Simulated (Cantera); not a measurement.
A perfectly stirred reactor is fed with 64.9 % CH₄, 24.7 % H₂O, 10.4 % H₂, at 9000 Torr; it is held at 2150 K, and followed from long to short residence time.

Detailed kinetics in Cantera: GRI-Mech 3.0 (53 species, 325 reactions). GRI-Mech 3.0 stops at C3 and has no aromatics, soot or wall deposition, so with more carbon than oxygen in the feed, carbon stays in small species such as C2H2 where larger ones or solid carbon would form. The pressure lies above the range GRI-Mech 3.0 was tuned for (to about 10 atm).

x: mole fraction; the columns are a selection and need not sum to one.

```tsv
τ (s)	x CH₄	x H₂O	x H₂	x HO₂	x CH₂CO
7.1	0.0162	4.51e-5	0.750	<1e-12	2.03e-6
3.0	0.0162	9.35e-5	0.750	<1e-12	2.06e-6
1.3	0.0162	0.000203	0.750	<1e-12	2.11e-6
0.55	0.0163	0.000465	0.749	<1e-12	2.22e-6
0.23	0.0166	0.00109	0.749	<1e-12	(withheld)
0.098	0.0172	0.00250	0.747	<1e-12	(withheld)
0.042	0.0184	0.00559	0.744	<1e-12	(withheld)
0.018	0.0209	0.0120	0.738	<1e-12	(withheld)
0.0075	0.0257	0.0244	0.725	<1e-12	(withheld)
0.0032	0.0336	0.0438	0.705	<1e-12	(withheld)
```

Problem. Complete the blanks.

Solution. 
- 0.23, x CH₂CO: 2.50e-6
- 0.098, x CH₂CO: 3.13e-6
- 0.042, x CH₂CO: 4.54e-6
- 0.018, x CH₂CO: 7.52e-6
- 0.0075, x CH₂CO: 1.36e-5
- 0.0032, x CH₂CO: 2.40e-5
